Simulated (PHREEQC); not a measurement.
Consider water at 13 °C with 14 mmol/kgw CO2 and 0.04 mmol/kgw CdBr2. Closed to the air; pH follows from the charge balance.

The numbers come from PHREEQC with the ion-association model, phreeqc.dat.

```csv
quantity,before,after
pH,4.15,4.14
ionic strength (mol/kgw),0.000191,0.000652
HCO3- (mol/kgw),7.25e-5,7.33e-5
CO3-2 (mol/kgw),3.76e-11,3.93e-11
```

Task: Name the change that produced these shifts.
A) CdBr2 left out
B) temperature from 13 to 60 °C
C) diluted 5-fold with water
D) CO2 replaced by K2CO3 at the same molality
E) CdBr2 from 4e-05 to 0.0002 mol/kgw

Result: E, CdBr2 from 4e-05 to 0.0002 mol/kgw

No solid was allowed to form. Away from 25 °C the constants follow the database's enthalpies or fits; those with neither stay at their 25 °C values.
